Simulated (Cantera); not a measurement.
A Cantera script and what it prints.

```python
import numpy as np
import cantera as ct

gas_names = """
    B BH BH2 BH3 BN B2 H H2 N NH NH2 NH3 N2 N2H2 N2H4
""".split()
cond_names = """
    B(b) B(L) BN(s)
""".split()


# ... load() reads the species with a 1 bar reference pressure and builds the phases ...
atoms = {
    'BN': {'B': 1, 'N': 1},
    'H2': {'H': 2},
}
top_T = {'BN(s)': 3200}  # K; cautious upper limits of use, not melting points


# ... equilibrate(T, P, feed) seeds the gas with the atoms and calls Mixture.equilibrate('TP', solver="vcs", rtol=1e-11, max_steps=5000) ...
results = []
T = 2800  # K
P = 100000  # Pa
for m in [0.015, 0.025, 0.042, 0.071, 0.12, 0.21, 0.35, 0.59, 1, 1.7, 2.9]:
    feed = {'BN': 1, 'H2': m}  # mol
    mix = equilibrate(T, P, feed)
    results.append((T, P, feed, dict(zip(mix.species_names, mix.species_moles))))

top = {s: max(r[3][s] / sum(r[3][g] for g in gas_names) for r in results) for s in gas_names}
cols = sorted((s for s in top if top[s] > 1e-05), key=lambda s: -top[s])[:9]
seen = [c for c in cond_names if any(r[3].get(c, 0) > 1e-12 for r in results)]
print("log10 of partial pressures in bar; condensed amounts in mol")
print(f"{'n(H2)':>10s}" + "".join(f"{s[:9]:>10s}" for s in cols + seen))
for T, P, feed, n in results:
    ng = sum(n[g] for g in gas_names)
    print(f"{feed['H2']:10.4g}" + "".join(f"{np.log10(max(n[s] / ng * P / 1e5, 1e-99)):10.3f}" for s in cols)
          + "".join(f"{n.get(c, 0):10.4g}" for c in seen))
```

Output:

```
log10 of partial pressures in bar; condensed amounts in mol
     n(H2)        N2        H2         H       BH2         B        BH        BN       BH3      B(L)
     0.015    -0.016    -1.647    -1.910    -3.748    -2.950    -4.328    -3.570    -6.471    0.9992
     0.025    -0.025    -1.411    -1.793    -3.513    -2.950    -4.210    -3.575    -6.118    0.9991
     0.042    -0.040    -1.183    -1.679    -3.285    -2.950    -4.096    -3.582    -5.776    0.9989
     0.071    -0.064    -0.966    -1.570    -3.068    -2.950    -3.987    -3.594    -5.450    0.9986
      0.12    -0.101    -0.765    -1.470    -2.867    -2.950    -3.887    -3.613    -5.149    0.9982
      0.21    -0.162    -0.575    -1.375    -2.677    -2.950    -3.792    -3.643    -4.864    0.9974
      0.35    -0.242    -0.428    -1.301    -2.530    -2.950    -3.719    -3.683    -4.644    0.9961
      0.59    -0.352    -0.308    -1.241    -2.409    -2.950    -3.658    -3.738    -4.463    0.9939
         1    -0.492    -0.216    -1.195    -2.318    -2.950    -3.612    -3.808    -4.325    0.9901
       1.7    -0.659    -0.152    -1.163    -2.253    -2.950    -3.580    -3.892    -4.229    0.9837
       2.9    -0.849    -0.109    -1.141    -2.210    -2.950    -3.559    -3.987    -4.164    0.9727
```

Method: chemical equilibrium by Gibbs-energy minimisation in Cantera with the NASA 1993 tables (ideal gas, pure condensed phases). The tables' values for BH2 are old estimates; treat these amounts as uncertain. Gases not in the tables: B2H6 and higher boranes.
